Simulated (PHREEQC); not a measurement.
Synthetic water in mg/kgw, 29 °C, pH 2.52, pe 11.4:

```
constituent  mg/kgw
-----------  ------
Na              136
K              57.2
Ca              261
Mg               70
Cl              181
S(6) as SO4    2130
N(5) as NO3    7.48
Si as SiO2      1.4
B              2.04
```

Na is adjusted to close the charge balance.
Valence states are taken as typed.

The numbers come from PHREEQC with the ion-association model, wateq4f.dat.

Precipitation was switched off in this run.

**Question.** Order these Ca species by the share of Ca that they hold, largest first: Ca+2, CaHSO4+, CaSO4.

**Answer.** Ca+2 (62 %), CaSO4 (37 %), CaHSO4+ (0.87 %)

The pH is 2.52 and the ionic strength 0.0593 mol/kgw.
